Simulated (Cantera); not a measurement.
A perfectly stirred reactor is fed with N₂O : H₂O = 1 : 0.059 (molar parts), at 0.424 atm; it is held at 1175 K, and followed from long to short residence time.

Computed with Cantera and GRI-Mech 3.0 (53 species, 325 reactions). GRI-Mech 3.0 was tuned for natural gas; its chemistry of N2O as a main component is partial and can be far from experiment. The mechanism lacks the step 2 NO + O2 → 2 NO2, which can matter for NO2 below about 1400 K. The temperature is held fixed by assumption; the heat of reaction is taken as removed at once.

x: mole fraction; the columns are a selection and need not sum to one.

| τ (s) | x N₂O | x H₂O | x NO₂ | x H₂O₂ | x O |
|---|---|---|---|---|---|
| 0.88 | 0.752 | 0.0521 | 0.000619 | (withheld) | 1.17e-6 |
| 0.31 | 0.865 | 0.0542 | 0.000523 | (withheld) | 1.24e-6 |
| 0.11 | 0.914 | 0.0551 | 0.000340 | (withheld) | 1.32e-6 |
| 0.037 | 0.934 | 0.0555 | 0.000156 | (withheld) | 1.38e-6 |
| 0.013 | 0.941 | 0.0556 | 5.21e-5 | (withheld) | 1.42e-6 |
| 0.0044 | 0.943 | 0.0557 | 1.09e-5 | (withheld) | 1.43e-6 |
| 0.0015 | 0.944 | 0.0557 | 1.26e-6 | (withheld) | 1.42e-6 |
| 0.00053 | 0.944 | 0.0557 | 6.82e-8 | (withheld) | 1.40e-6 |
| 0.00018 | 0.944 | 0.0557 | 1.45e-9 | 2.32e-10 | 1.33e-6 |

Question: Fill in the missing entries.

Answer: 
- 0.88, x H₂O₂: 2.16e-8
- 0.31, x H₂O₂: 2.37e-8
- 0.11, x H₂O₂: 3.21e-8
- 0.037, x H₂O₂: 5.44e-8
- 0.013, x H₂O₂: 8.51e-8
- 0.0044, x H₂O₂: 1.00e-7
- 0.0015, x H₂O₂: 5.38e-8
- 0.00053, x H₂O₂: 6.90e-9
